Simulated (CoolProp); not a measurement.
Saturation properties of R1234ze(Z).

Model: reference Helmholtz-energy equation of state, Akasaka 2019, in CoolProp.

```csv
T (K),p (MPa),vapour Z,surface tension (mN/m)
287.9,0.1228,0.9431,14.1
292.2,0.1438,0.9367,13.5
296.5,0.1676,___,13.0
300.7,0.1937,0.9227,12.5
305,0.2236,0.9150,11.9
309.3,0.2569,0.9067,11.4
313.5,0.2931,0.8982,10.9
317.8,0.3340,0.8889,___
322.1,0.3792,0.8791,9.87
326.3,0.4278,0.8691,9.37
330.6,0.4822,0.8582,___
334.9,0.5418,0.8468,8.37
339.1,0.6053,___,7.89
343.4,___,0.8225,7.40
```

### Question
Fill in the missing entries.

### Answer

- 296.5, vapour Z: 0.9299
- 317.8, surface tension (mN/m): 10.4
- 330.6, surface tension (mN/m): 8.87
- 339.1, vapour Z: 0.8351
- 343.4, p (MPa): 0.6759

It boils at 282.9 K under 1 atm.

Surface tension comes from a separate correlation (Kondou 2015).
